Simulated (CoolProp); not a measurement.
Vapour-liquid equilibrium of propane (1) + R236FA (2) at 11.9 bar; x and y are mole fractions of (1).

Model: multi-fluid Helmholtz-energy mixture model, Lemmon 2009 and Pan 2012; pair parameters Bell 2016, in CoolProp.

Problem. Give the bubble temperature and the first vapour's composition at x = 0.05, 0.5, 0.65. Is there an azeotrope?

Solution. x = 0.05: 70.0 °C, y = 0.171; x = 0.5: 38.4 °C, y = 0.721; x = 0.65: 35.8 °C, y = 0.776. y crosses x between x = 0.8 and 0.95: the model has an azeotrope there.

The pair parameters rest on a limited set of measurements; away from them the model extrapolates. With so large a gap from Raoult's law the liquid may split in two, which this calculation doesn't test in full.
